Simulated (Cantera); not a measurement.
Feed: 1 mol toluene, 5.2 mol H2O, 6.2 mol H2, at 2098.15 K and 2.70 bar.

These are equilibrium values from Cantera (NASA tables, ideal gas, pure condensed phases), not measurements of a reactor. Candidate condensed phases: C, C6H6, C7H8, C8H18, H2O; 110 gas species. Equilibrium is a limit: real reactors are often held back by kinetics, nucleation or transport.

**Question.** What is the equilibrium state?

**Answer.** 
- x(H2) = 0.744
- x(CO) = 0.252
- x(H) = 0.00162
- x(C2H2 (acetylene)) = 0.00106
- x(CH4) = 0.000496
- x(H2O) = 4.10e-5
- x(CH3) = 2.10e-5
- x(C2H4) = 8.54e-6
- x(CO2) = 2.82e-6
- n(C(graphite)) = 1.75 mol
- gas amount = 20.61 mol
